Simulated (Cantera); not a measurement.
Input: 1 mol Pb, 0.01 mol O2, 11 mol H2, equilibrated at 477 °C and 101000 Pa.

These are equilibrium values from Cantera (NASA tables, ideal gas, pure condensed phases), not measurements of a reactor. Candidate condensed phases: H2O, Pb, PbO, PbO2, Pb3O4; 12 gas species. The numbers say what is thermodynamically allowed, not how fast it happens.

Base state: H2 0.998, H2O 0.00182 (mole fractions); condensed: Pb(l).

Task: What changes in the equilibrium state with this change: Pb replaced by Hg?

Result: 
| species | before | after |
|---|---|---|
| H2 | 0.998 | 0.915 |
| Hg | 0 | 0.0833 |
| H2O | 0.00182 | 0.00167 |
| Pb(l), mol | 1.00 | 0 |
Further candidate phases: Hg, HgO.
